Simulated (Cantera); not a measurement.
What does this Cantera script print?

```python
import numpy as np
import cantera as ct

gas_names = """
    H H2 N NH NH2 NH3 N2 N2H2 N2H4 Si SiH SiH2 SiH3 SiH4 SiN Si2 Si2N Si3
""".split()
cond_names = """
    Si(cr) Si(L) Si3N4(a)
""".split()


# ... load() reads the species with a 1 bar reference pressure and builds the phases ...
atoms = {
    'Si3N4': {'Si': 3, 'N': 4},
    'Si': {'Si': 1},
    'H2': {'H': 2},
}
top_T = {'Si3N4(a)': 2400}  # K; cautious upper limits of use, not melting points


# ... equilibrate(T, P, feed) seeds the gas with the atoms and calls Mixture.equilibrate('TP', solver="vcs", rtol=1e-11, max_steps=5000) ...
results = []
feed = {'Si3N4': 1, 'Si': 0.15, 'H2': 1.7}  # mol
for P in [1, 5.6, 32, 180, 1000, 5600, 32000, 180000, 1000000]:
    for T in [1698, 1798, 1898, 1998, 2098, 2198, 2298, 2398, 2498, 2598, 2698, 2798, 2898]:
        mix = equilibrate(T, P, feed)
        results.append((T, P, feed, dict(zip(mix.species_names, mix.species_moles))))

for T, P, feed, n in results:
    print(f"{T:7g} {P:10.4g}  " + (" + ".join(c for c in cond_names if n.get(c, 0) > 1e-12) or "gas only"))
```

It prints:

```
   1698          1  Si(L)
   1798          1  Si(L)
   1898          1  gas only
   1998          1  gas only
   2098          1  gas only
   2198          1  gas only
   2298          1  gas only
   2398          1  gas only
   2498          1  gas only
   2598          1  gas only
   2698          1  gas only
   2798          1  gas only
   2898          1  gas only
   1698        5.6  Si(L)
   1798        5.6  Si(L)
   1898        5.6  Si(L)
   1998        5.6  gas only
   2098        5.6  gas only
   2198        5.6  gas only
   2298        5.6  gas only
   2398        5.6  gas only
   2498        5.6  gas only
   2598        5.6  gas only
   2698        5.6  gas only
   2798        5.6  gas only
   2898        5.6  gas only
   1698         32  Si(L)
   1798         32  Si(L)
   1898         32  Si(L)
   1998         32  Si(L)
   2098         32  Si(L)
   2198         32  gas only
   2298         32  gas only
   2398         32  gas only
   2498         32  gas only
   2598         32  gas only
   2698         32  gas only
   2798         32  gas only
   2898         32  gas only
   1698        180  Si(L)
   1798        180  Si(L)
   1898        180  Si(L)
   1998        180  Si(L)
   2098        180  Si(L)
   2198        180  Si(L)
   2298        180  gas only
   2398        180  gas only
   2498        180  gas only
   2598        180  gas only
   2698        180  gas only
   2798        180  gas only
   2898        180  gas only
   1698       1000  Si(L) + Si3N4(a)
   1798       1000  Si(L)
   1898       1000  Si(L)
   1998       1000  Si(L)
   2098       1000  Si(L)
   2198       1000  Si(L)
   2298       1000  Si(L)
   2398       1000  Si(L)
   2498       1000  gas only
   2598       1000  gas only
   2698       1000  gas only
   2798       1000  gas only
   2898       1000  gas only
   1698       5600  Si(L) + Si3N4(a)
   1798       5600  Si(L) + Si3N4(a)
   1898       5600  Si(L)
   1998       5600  Si(L)
   2098       5600  Si(L)
   2198       5600  Si(L)
   2298       5600  Si(L)
   2398       5600  Si(L)
   2498       5600  Si(L)
   2598       5600  Si(L)
   2698       5600  Si(L)
   2798       5600  gas only
   2898       5600  gas only
   1698    3.2e+04  Si(L) + Si3N4(a)
   1798    3.2e+04  Si(L) + Si3N4(a)
   1898    3.2e+04  Si(L) + Si3N4(a)
   1998    3.2e+04  Si(L) + Si3N4(a)
   2098    3.2e+04  Si(L)
   2198    3.2e+04  Si(L)
   2298    3.2e+04  Si(L)
   2398    3.2e+04  Si(L)
   2498    3.2e+04  Si(L)
   2598    3.2e+04  Si(L)
   2698    3.2e+04  Si(L)
   2798    3.2e+04  Si(L)
   2898    3.2e+04  Si(L)
   1698    1.8e+05  Si(L) + Si3N4(a)
   1798    1.8e+05  Si(L) + Si3N4(a)
   1898    1.8e+05  Si(L) + Si3N4(a)
   1998    1.8e+05  Si(L) + Si3N4(a)
   2098    1.8e+05  Si(L) + Si3N4(a)
   2198    1.8e+05  Si(L)
   2298    1.8e+05  Si(L)
   2398    1.8e+05  Si(L)
   2498    1.8e+05  Si(L)
   2598    1.8e+05  Si(L)
   2698    1.8e+05  Si(L)
   2798    1.8e+05  Si(L)
   2898    1.8e+05  Si(L)
   1698      1e+06  Si(L) + Si3N4(a)
   1798      1e+06  Si(L) + Si3N4(a)
   1898      1e+06  Si(L) + Si3N4(a)
   1998      1e+06  Si(L) + Si3N4(a)
   2098      1e+06  Si(L) + Si3N4(a)
   2198      1e+06  Si(L) + Si3N4(a)
   2298      1e+06  Si(L) + Si3N4(a)
   2398      1e+06  Si(L)
   2498      1e+06  Si(L)
   2598      1e+06  Si(L)
   2698      1e+06  Si(L)
   2798      1e+06  Si(L)
   2898      1e+06  Si(L)
```

Cantera equilibrium calculation (NASA polynomials, part measured and part estimated; ideal gas, pure solids and liquids). Mutual solubility and eutectic melting of coexisting phases are not modelled.
